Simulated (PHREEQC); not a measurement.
Dissolve 55 mmol/kgw Fe2(SO4)3 at 25 °C. Closed to the air; pH follows from the charge balance.

Computed with PHREEQC (ion-association model, phreeqc.dat).

Q: The ionic strength comes out as 0.183 mol/kgw. What activity coefficients do H+, Fe(OH)2+, FeHSO4+2, Fe3(OH)4+5, Fe(SO4)2- get?

A: H+ 0.80, Fe(OH)2+ 0.75, FeHSO4+2 0.32, Fe3(OH)4+5 0.00076, Fe(SO4)2- 0.75.

Precipitation was switched off in this run. The solution is supersaturated, for example in Hematite (slow to form), Goethite (slow to form), so a real one may precipitate; this is no full list. Species that the database lacks are ignored.
